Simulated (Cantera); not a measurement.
Feed: 1 mol Si₃N₄, 0.013 mol C, 5.6 mol H₂, held at 1.20 Pa.

Method: chemical equilibrium by Gibbs-energy minimisation in Cantera with the NASA 1993 tables (ideal gas, pure condensed phases). Candidate condensed phases: C, C₆H₆, C₇H₈, C₈H₁₈, Si, SiC, Si₃N₄; 105 gas species. Gases not in the tables: Si₂H₆ and higher silanes. Rates play no part.

### Question
Which condensed phases are stable at each of these points (T (°C)): 1500, 1650, 1800, 1950, 2100, 2250, 2400, 2550?

### Answer
```tsv
T (°C)	condensed phases	Si condensed (%)
1500	Si(l)	40.9
1650	gas only	0.0
1800	gas only	0.0
1950	gas only	0.0
2100	gas only	0.0
2250	gas only	0.0
2400	gas only	0.0
2550	gas only	0.0
```

At 1500 °C the condensed part is Si(l). From 1650 °C to 2550 °C nothing is condensed.
